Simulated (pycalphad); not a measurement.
All values are pycalphad results on the COST 507 light-alloy database (1999) (1 atm), not direct measurements. The database dates from 1999; later assessments differ in places, in temperatures and in the compounds included.

Question: How does the equilibrium phase assembly of Al-1.38Si-2.18Fe (at.%) change on cooling from 1577 °C to 227 °C?

Answer: 
```csv
T (°C),phases above,phases below
748.3,liquid,AL13FE4 + liquid
645.3,AL13FE4 + liquid,AL13FE4 + fcc + liquid
631.7,AL13FE4 + fcc + liquid,ALFESI_ALPHA + fcc + liquid
623.3,ALFESI_ALPHA + fcc + liquid,ALFESI_ALPHA + fcc
585.6,ALFESI_ALPHA + fcc,ALFESI_ALPHA + ALFESI_BETA + fcc
```
Changes were sought between steps of 75 K, so a narrower field can be missed.

Database names, with the compositions (at.%) that they take in these runs: AL13FE4: Al 76 Fe 24; ALFESI_ALPHA: Al 71-73 Fe 19 Si 8-10; ALFESI_BETA: Al 70 Si 15 Fe 15.
